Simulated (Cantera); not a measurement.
Input: 1 mol SiC, 0.012 mol N₂O, 12 mol H₂, held at 1573.15 K and 101000 Pa.

Equilibrium computed with Cantera from the NASA thermochemical tables; the gas is ideal and each condensed phase is pure. Candidate condensed phases: C, C₆H₆, C₇H₈, C₈H₁₈, H₂O, Si, SiC, SiO₂, Si₂N₂O, Si₃N₄; 151 gas species. Mutual solubility and eutectic melting of coexisting phases are not modelled. The numbers say what is thermodynamically allowed, not how fast it happens.

Base state: H₂ 0.998, N₂ 0.000555, CO 0.000524, CH₄ 0.000378, H 4.04e-5, SiO 3.29e-5 (mole fractions); condensed: SiC(s) + Si₂N₂O(s).

What changes in the equilibrium state with this change: pressure from 101000 Pa to 1330 Pa?


```
species           before     after
--------------  --------  --------
H₂                 0.998     0.998
N₂              0.000555  0.000996
SiO              3.29e-5  0.000500
CH₄             0.000378   1.24e-6
H                4.04e-5  0.000352
CO              0.000524  0.000498
SiC(s), mol        0.989     0.994
Si₂N₂O(s), mol   0.00528         0
```
